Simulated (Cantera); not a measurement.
Charge: 1 mol CuO, a varied amount of H₂, 5.2 mol H₂O, at 2200 K and 413 Torr.

Method: chemical equilibrium by Gibbs-energy minimisation in Cantera with the NASA 1993 tables (ideal gas, pure condensed phases). Candidate condensed phases: Cu, CuO, Cu(OH)₂, Cu₂O, H₂O; 12 gas species. The numbers say what is thermodynamically allowed, not how fast it happens.

x: gas mole fraction; nothing condenses.

```
n(H₂) (mol)   x H₂    x H₂O     x Cu      x H      x OH    x Cu₂      x O
-----------  -----  -------  -------  -------  --------  -------  -------
63           0.889   0.0892   0.0143  0.00716  0.000100  3.71e-5  5.63e-7
120          0.936   0.0489  0.00787  0.00735   5.36e-5  1.12e-5  2.93e-7
170          0.952   0.0350  0.00564  0.00741   3.80e-5  5.75e-6  2.06e-7
220          0.961   0.0273  0.00440  0.00744   2.95e-5  3.49e-6  1.59e-7
280          0.967   0.0216  0.00348  0.00747   2.32e-5  2.18e-6  1.25e-7
330          0.971        …        …  0.00748         …        …        …
380          0.974   0.0160  0.00258  0.00749   1.72e-5  1.20e-6  9.20e-8
440          0.976   0.0138  0.00223  0.00750   1.48e-5  8.99e-7  7.94e-8
490          0.978   0.0124  0.00201  0.00751   1.33e-5  7.27e-7  7.13e-8
540          0.979   0.0113  0.00182  0.00752   1.21e-5  6.00e-7  6.47e-8
600          0.981   0.0102  0.00164  0.00752   1.09e-5        …  5.82e-8
650          0.982  0.00940  0.00152  0.00752   1.01e-5  4.16e-7  5.37e-8
```

Some entries are withheld; supply them.


- 600, x Cu₂: 4.87e-7
- 330, x H₂O: 0.0184
- 330, x Cu: 0.00296
- 330, x OH: 1.97e-5
- 330, x Cu₂: 1.58e-6
- 330, x O: 1.06e-7
